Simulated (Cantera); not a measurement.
Feed: 1 mol C3H8, 0.033 mol NH3, 2.8 mol H2, held at 1100 K and 31.0 Pa.

Method: chemical equilibrium by Gibbs-energy minimisation in Cantera with the NASA 1993 tables (ideal gas, pure condensed phases). Candidate condensed phases: C, C6H6, C7H8, C8H18; 92 gas species. Kinetics and transport are ignored.

Base state: H2 0.998, N2 0.00240, CH4 1.11e-5 (mole fractions); condensed: C(graphite).

Problem. What changes in the equilibrium state with this change: temperature from 1100 K to 1898.15 K?

Solution. 
```csv
species,before,after
H2,0.998,0.954
H,1.47e-6,0.0434
N2,0.00240,0.00212
HCN,1.09e-6,0.000435
C2H2 (acetylene),1.33e-8,0.000359
HNC,3.12e-9,2.03e-5
CH4,1.11e-5,1.59e-7
"C(graphite), mol",3.00,2.99
```

Problem. What changes in the equilibrium state with this change: temperature from 1100 K to 2500 K?

Solution. 
| species | before | after |
|---|---|---|
| H | 1.47e-6 | 0.730 |
| H2 | 0.998 | 0.262 |
| C2H2 (acetylene) | 1.33e-8 | 0.00283 |
| C3 | <1e-9 | 0.00160 |
| C2H | <1e-9 | 0.000567 |
| C | <1e-9 | 0.000537 |
| CN | <1e-9 | 0.000170 |
| C2 | <1e-9 | 0.000148 |
| C(graphite), mol | 3.00 | 2.85 |

Problem. What changes in the equilibrium state with this change: temperature from 1100 K to 700 K?

Solution. 
```
species            before    after
----------------  -------  -------
H2                  0.998    0.995
CH4               1.11e-5  0.00261
N2                0.00240  0.00241
C(graphite), mol     3.00     2.98
```
